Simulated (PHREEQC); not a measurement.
A made-up water analysis in mg/L, 20 °C, pH 7.7, pe 11.2:

```tsv
constituent	mg/L
Na	170
K	68.6
Ca	93.7
Mg	16.9
Cl	17.7
S(6) as SO4	428
Alkalinity as HCO3	340
Pb	69.1
B	0.743
N(5) as NO3	7.04
Sr	14
```

Valence states are taken as typed.

All values are PHREEQC results (ion-association model, phreeqc.dat), not measurements.

Question: The ionic strength comes out as 0.0199 mol/kgw. What activity coefficients do CaHCO3+, Mg+2, KSO4-, SrHCO3+, Na+ get?

Answer: CaHCO3+ 0.88, Mg+2 0.60, KSO4- 0.88, SrHCO3+ 0.88, Na+ 0.87.

Precipitation was switched off in this run. The solution is supersaturated, for example in Cerussite, Pb(OH)2, so a real one may precipitate; this is no full list. Species that the database lacks are ignored.
